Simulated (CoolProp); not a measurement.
Vapour-liquid equilibrium of R113 (1) + benzene (2) at 445.7 K; x and y are mole fractions of (1).

The numbers come from the multi-fluid Helmholtz-energy mixture model, Marx 1992 and Thol 2012; pair parameters Bell 2016 in CoolProp.

```json
[
 {"x": "0.05", "bubble pressure (kPa)": "974.9", "y at the bubble point": "0.109", "dew pressure at overall composition x (kPa)": "932.5", "liquid density (mol/L)": "8.755"},
 {"x": "0.2", "bubble pressure (kPa)": "1165", "y at the bubble point": "0.337", "dew pressure at overall composition x (kPa)": "1045", "liquid density (mol/L)": "8.208"},
 {"x": "0.35", "bubble pressure (kPa)": "1317", "y at the bubble point": "0.492", "dew pressure at overall composition x (kPa)": "1177", "liquid density (mol/L)": "7.701"},
 {"x": "0.5", "bubble pressure (kPa)": "1446", "y at the bubble point": "0.617", "dew pressure at overall composition x (kPa)": "1325", "liquid density (mol/L)": "7.230"},
 {"x": "0.65", "bubble pressure (kPa)": "1562", "y at the bubble point": "0.732", "dew pressure at overall composition x (kPa)": "1480", "liquid density (mol/L)": "6.794"},
 {"x": "0.8", "bubble pressure (kPa)": "1668", "y at the bubble point": "0.845", "dew pressure at overall composition x (kPa)": "1627", "liquid density (mol/L)": "6.389"},
 {"x": "0.95", "bubble pressure (kPa)": "1766", "y at the bubble point": "0.960", "dew pressure at overall composition x (kPa)": "1758", "liquid density (mol/L)": "6.012"}
]
```

No azeotrope shows between x = 0.05 and 0.95.

Pair parameters are fitted to limited data, so mixtures are less certain than the pure fluids.
